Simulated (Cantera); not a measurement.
Input: 1 mol SiCl4, 2.7 mol Cl2, 0.28 mol H2, at 1.30 bar.

Method: chemical equilibrium by Gibbs-energy minimisation in Cantera with the NASA 1993 tables (ideal gas, pure condensed phases). Candidate condensed phases: Si; 19 gas species. The numbers say what is thermodynamically allowed, not how fast it happens. All values below are at 973 K.

Base state: Cl2 0.608, SiCl4 0.251, HCl 0.141, Cl 0.000175 (mole fractions); condensed: gas only.

Question: What changes in the equilibrium state with this change: 2 mol HF added?

Answer: 
```csv
species,before,after
HCl,0.141,0.428
Cl2,0.608,0.405
SiCl4,0.251,0.0837
SiF4,0,0.0835
HF,0,0.000348
Cl,0.000175,0.000143
```
